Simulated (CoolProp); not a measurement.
A simple Rankine cycle with octamethyltrisiloxane (MDM): condensing at 332.15 K, boiler at 0.0403 MPa, turbine inlet 398.7 K, turbine efficiency 0.6, pump efficiency 0.8, no recuperator. Each further row changes one setting.

Computed with CoolProp (reference Helmholtz-energy equation of state, Thol 2017).

```
case                             thermal efficiency (%)  net work (kJ/kg)  heat in (kJ/kg)  turbine exit temperature (K)  volume ratio over the turbine
-------------------------------  ----------------------  ----------------  ---------------  ----------------------------  -----------------------------
as stated                                           6.7              19.7              294                         385.7                           11.6
turbine inlet 418.7 K                               6.3              20.8              329                         405.6                           11.6
condensing temperature 324.15 K                     7.4              22.9              309                         383.7                           17.4
boiler pressure 0.0282 MPa                          5.8              17.0              295                         387.7                           8.08
turbine efficiency 0.5                              5.6              16.4              294                         387.7                           11.7
```
